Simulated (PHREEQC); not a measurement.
Make-up at 60 °C: 0.042 mol Na3PO4, 0.00012 mol H2SiF6 and 0.00028 mol Na2HPO4 per kg of water. Closed to the air; pH follows from the charge balance.

Model: ion-association model, phreeqc.dat, run in PHREEQC.

Each row changes one thing in this solution. Precipitation was switched off in this run.

```json
[
 {"case": "as made", "pH": "11.20", "ionic strength (mol/kgw)": "0.204", "HPO4-2 (mol/kgw)": "0.0217", "NaHPO4- (mol/kgw)": "0.00145", "F- (mol/kgw)": "0.000696", "NaF (mol/kgw)": "2.41e-5"},
 {"case": "Na2HPO4 left out", "pH": "11.20", "ionic strength (mol/kgw)": "0.203", "HPO4-2 (mol/kgw)": "0.0215", "NaHPO4- (mol/kgw)": "0.00144", "F- (mol/kgw)": "0.000696", "NaF (mol/kgw)": "2.40e-5"},
 {"case": "Na3PO4 left out", "pH": "3.74", "ionic strength (mol/kgw)": "0.000746", "HPO4-2 (mol/kgw)": "1.22e-7", "NaHPO4- (mol/kgw)": "1.17e-10", "F- (mol/kgw)": "0.000476", "NaF (mol/kgw)": "1.43e-7"},
 {"case": "temperature from 60 to 50 °C", "pH": "11.39", "ionic strength (mol/kgw)": "0.210", "HPO4-2 (mol/kgw)": "0.0192", "NaHPO4- (mol/kgw)": "0.00130", "F- (mol/kgw)": "0.000696", "NaF (mol/kgw)": "2.43e-5"},
 {"case": "0.0016 mol/kgw KCl added", "pH": "11.20", "ionic strength (mol/kgw)": "0.206", "HPO4-2 (mol/kgw)": "0.0217", "NaHPO4- (mol/kgw)": "0.00144", "F- (mol/kgw)": "0.000696", "NaF (mol/kgw)": "2.41e-5"},
 {"case": "diluted 5-fold with water", "pH": "10.79", "ionic strength (mol/kgw)": "0.0354", "HPO4-2 (mol/kgw)": "0.00727", "NaHPO4- (mol/kgw)": "___", "F- (mol/kgw)": "0.000143", "NaF (mol/kgw)": "1.41e-6"},
 {"case": "diluted 2-fold with water", "pH": "___", "ionic strength (mol/kgw)": "0.0950", "HPO4-2 (mol/kgw)": "0.0146", "NaHPO4- (mol/kgw)": "0.000635", "F- (mol/kgw)": "0.000353", "NaF (mol/kgw)": "7.25e-6"},
 {"case": "H2SiF6 replaced by NaBF4 at the same molality", "pH": "11.20", "ionic strength (mol/kgw)": "0.205", "HPO4-2 (mol/kgw)": "0.0216", "NaHPO4- (mol/kgw)": "0.00144", "F- (mol/kgw)": "0.000464", "NaF (mol/kgw)": "1.61e-5"},
 {"case": "H2SiF6 from 0.00012 to 0.0012 mol/kgw", "pH": "11.09", "ionic strength (mol/kgw)": "0.198", "HPO4-2 (mol/kgw)": "0.0243", "NaHPO4- (mol/kgw)": "0.00163", "F- (mol/kgw)": "___", "NaF (mol/kgw)": "0.000242"}
]
```

### Question
Fill in the missing entries.

### Answer

- diluted 5-fold with water, NaHPO4- (mol/kgw): 0.000173
- diluted 2-fold with water, pH: 11.06
- H2SiF6 from 0.00012 to 0.0012 mol/kgw, F- (mol/kgw): 0.00696

Species that the database lacks are ignored. At this temperature some constants are extrapolated from 25 °C, and those without enthalpy data are left unchanged. SiF6-2 is the database's only silicon fluoride.
